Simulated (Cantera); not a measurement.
A Cantera script and what it prints.

```python
import numpy as np
import cantera as ct

gas_names = """
    H HO2 H2 H2O H2O2 O OH O2 O3 Ta TaO TaO2
""".split()
cond_names = """
    H2O(s) H2O(L) Ta(cr) Ta(L) Ta2O5(s) Ta2O5(L)
""".split()


# ... load() reads the species with a 1 bar reference pressure and builds the phases ...
atoms = {
    'Ta': {'Ta': 1},
    'H2O': {'H': 2, 'O': 1},
    'H2': {'H': 2},
    'O2': {'O': 2},
}
top_T = {}  # K; cautious upper limits of use, not melting points


# ... equilibrate(T, P, feed) seeds the gas with the atoms and calls Mixture.equilibrate('TP', solver="vcs", rtol=1e-11, max_steps=5000) ...
results = []
feed = {'Ta': 1, 'H2O': 0.95, 'H2': 140, 'O2': 0.46}  # mol
T = 875  # K
P = 100000  # Pa
mix = equilibrate(T, P, feed)
results.append((T, P, feed, dict(zip(mix.species_names, mix.species_moles))))
x = sorted(zip(gas.X, gas.species_names), reverse=True)
print(f"T = {T:g} K  P = {P:g} Pa  gas = {mix.phase_moles(0):.4g} mol")
print("   x: " + "  ".join(f"{s} {v:.3e}" for v, s in x if v > 0.001))
print("   condensed (mol): " + ("  ".join(f"{mix.phase(i).name} {mix.phase_moles(i):.4g}"
      for i in range(1, mix.n_phases) if mix.phase_moles(i) > 1e-12) or "none"))
```

Result:

```
T = 875 K  P = 100000 Pa  gas = 141 mol
   x: H2 1.000e+00
   condensed (mol): Ta(cr) 0.252  Ta2O5(s) 0.374
```

These are equilibrium values from Cantera (NASA tables, ideal gas, pure condensed phases), not measurements of a reactor. Condensed phases not in the tables: N, O or C dissolved in the metal.
